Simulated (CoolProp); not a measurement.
Saturation properties of n-decane (Tc = 617.7 K, pc = 21.01 bar, ω = 0.488).

Computed with CoolProp (reference Helmholtz-energy equation of state, Lemmon 2006). It is a short technical equation, of lower accuracy than the large ones.

```csv
T (K),p (bar),vapour density (kg/m³),surface tension (mN/m),vapour viscosity (µPa s),liquid conductivity (mW/(m K))
404.9,0.2999,1.302,13.8,7.04,104
429.7,0.6338,2.645,11.8,7.43,98.5
454.5,1.213,4.925,9.83,7.83,93.5
479.3,2.144,8.577,7.95,8.24,88.9
504.1,3.550,14.23,6.16,8.71,84.7
528.9,5.574,22.86,4.48,9.27,80.8
553.8,8.395,36.33,2.93,10.1,77.3
578.6,12.20,58.67,1.56,11.5,74.2
```

It boils at 447.3 K under 1 atm.

Viscosity comes from a separate model (Huber 2004). Thermal conductivity comes from a separate model (Huber 2005). Surface tension comes from a separate correlation (Mulero 2012).
